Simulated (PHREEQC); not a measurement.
Make-up at 27 °C: 78 mmol/kgw (NH4)2HPO4. Closed to the air; pH follows from the charge balance.

All values are PHREEQC results (ion-association model, wateq4f.dat), not measurements.

### Question
The ionic strength comes out as 0.223 mol/kgw. What activity coefficients do PO4-3, H2PO4-, NH4+, HPO4-2, OH- get?

### Answer
PO4-3 0.060, H2PO4- 0.74, NH4+ 0.74, HPO4-2 0.29, OH- 0.70.

This is a speciation only: nothing precipitates in the calculation. Species that the database lacks are ignored. H3PO4, which wateq4f.dat lacks, is added to it with the constant of phreeqc.dat.
